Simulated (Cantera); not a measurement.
An isothermal, constant-pressure homogeneous reactor starts with C2H6 : N2 = 1 : 2.9 (molar parts), at 1525 K and 0.132 atm.

Computed with Cantera and GRI-Mech 3.0 (53 species, 325 reactions). GRI-Mech 3.0 stops at C3 and has no aromatics, soot or wall deposition, so with more carbon than oxygen in the feed, carbon stays in small species such as C2H2 where larger ones or solid carbon would form.

Question: Predict: x(C2H6) at 4.00 s; x(H) at 4.00 s; x(C2H2) at 4.00 s; x(HCN) at 4.00 s; x(C2H4) at 4.00 s; x(CH4) at 4.00 s; x(CH3) at 4.00 s.

Answer: 
```
Quantity                                            Result
-----------------  ---------------------------------------
x(C2H6) at 4.00 s  4.37e-6 (gas-phase equilibrium 3.43e-7)
x(H) at 4.00 s     2.98e-5 (gas-phase equilibrium 3.76e-5)
x(C2H2) at 4.00 s      0.159 (gas-phase equilibrium 0.111)
x(HCN) at 4.00 s     9.67e-8 (gas-phase equilibrium 0.112)
x(C2H4) at 4.00 s  0.00147 (gas-phase equilibrium 0.00108)
x(CH4) at 4.00 s    0.0293 (gas-phase equilibrium 0.00551)
x(CH3) at 4.00 s   5.82e-5 (gas-phase equilibrium 1.26e-5)
```
